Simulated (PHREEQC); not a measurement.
Consider water at 50 °C with 0.27 mol/kgw FeCl3, 0.0019 mol/kgw MgSO4, 7.3e-05 mol/kgw NaF and 0.028 mol/kgw Na2SO4. Closed to the air; pH follows from the charge balance.

Computed with PHREEQC (ion-association model, phreeqc.dat).

**Question.** The ionic strength comes out as 0.860 mol/kgw. What activity coefficients do FeHSO4+2, FeCl+2, Fe(OH)2+, H+, Cl- get?

**Answer.** FeHSO4+2 0.33, FeCl+2 0.17, Fe(OH)2+ 0.65, H+ 0.74, Cl- 0.60.

Precipitation was switched off in this run. The solution is supersaturated, for example in Hematite (slow to form), Goethite (slow to form), so a real one may precipitate; this is no full list. Ionic strength above about 0.7 mol/kgw puts this run outside the model's range. Away from 25 °C the constants follow the database's enthalpies or fits; those with neither stay at their 25 °C values. Fluoro complexes past AlF4- and FeF3 are missing from the database.
